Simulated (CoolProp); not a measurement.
Vapour-liquid equilibrium of ethane (1) + hydrogen chloride (2) at 0.259 MPa; x and y are mole fractions of (1).

Model: multi-fluid Helmholtz-energy mixture model, Bücker 2006 and Thol 2018; pair parameters Bell 2016, in CoolProp.

```tsv
x	bubble temperature, mixture model (K)	bubble temperature, Raoult's law (K)	y, mixture model	y, Raoult's law
0.05	202.9	206.4	0.188	0.055
0.125	199.9	206.2	0.334	0.137
0.2	198.4	206.0	0.407	0.218
0.275	197.7	205.8	0.449	0.298
0.35	197.3	205.6	0.476	0.376
0.425	197.1	205.4	0.497	0.453
0.5	197.0	205.2	0.517	0.528
0.575	197.0	205.1	0.540	0.602
0.65	197.2	204.9	0.568	0.676
0.725	197.6	204.7	0.607	0.747
0.8	198.3	204.5	0.661	0.818
0.875	199.6	204.3	0.742	0.887
0.95	201.7	204.1	0.870	0.955
```

The largest gap from Raoult's law is -8.3 K in bubble temperature, at x = 0.425. y crosses x between x = 0.5 and 0.575: the model has an azeotrope there.

Pair parameters are fitted to limited data, so mixtures are less certain than the pure fluids.
